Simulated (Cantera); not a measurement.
Hydrocarbon pyrolysis for carbon deposition

A perfectly stirred reactor is fed with C2H6 : N2 = 1 : 52 (molar parts), at 0.00572 atm; it is held at 2000 K, and followed from long to short residence time.

Computed with Cantera and GRI-Mech 3.0 (53 species, 325 reactions). GRI-Mech 3.0 stops at C3 and has no aromatics, soot or wall deposition, so with more carbon than oxygen in the feed, carbon stays in small species such as C2H2 where larger ones or solid carbon would form. Radical loss at walls, strong at low pressure, is not modelled.

| τ (s) | x C2H6 | x HCN | x CH2 | x CH3 | x C2H2 | x H | x C2H |
|---|---|---|---|---|---|---|---|
| 0.92 | 3.04e-6 | 0.00142 | 1.27e-5 | 0.000383 | 0.0169 | 0.00113 | 1.04e-5 |
| 0.30 | 9.26e-6 | 0.000792 | 2.14e-5 | 0.000701 | 0.0168 | 0.00117 | 1.10e-5 |
| 0.099 | 2.75e-5 | 0.000459 | 3.50e-5 | 0.00126 | 0.0163 | 0.00128 | 1.22e-5 |
| 0.033 | 8.02e-5 | 0.000271 | 5.54e-5 | 0.00223 | 0.0152 | 0.00145 | 1.39e-5 |
| 0.011 | 0.000231 | 0.000158 | 8.37e-5 | 0.00393 | 0.0133 | 0.00166 | 1.59e-5 |
| 0.0035 | 0.000688 | 8.43e-5 | 0.000119 | 0.00695 | 0.00989 | 0.00185 | 1.67e-5 |
| 0.0012 | 0.00188 | 4.03e-5 | 0.000145 | 0.0110 | 0.00541 | 0.00185 | 1.35e-5 |
| 0.00038 | 0.00513 | 1.15e-5 | 0.000133 | 0.0146 | 0.00126 | 0.00140 | 4.41e-6 |
x: mole fraction; the columns are a selection and need not sum to one.
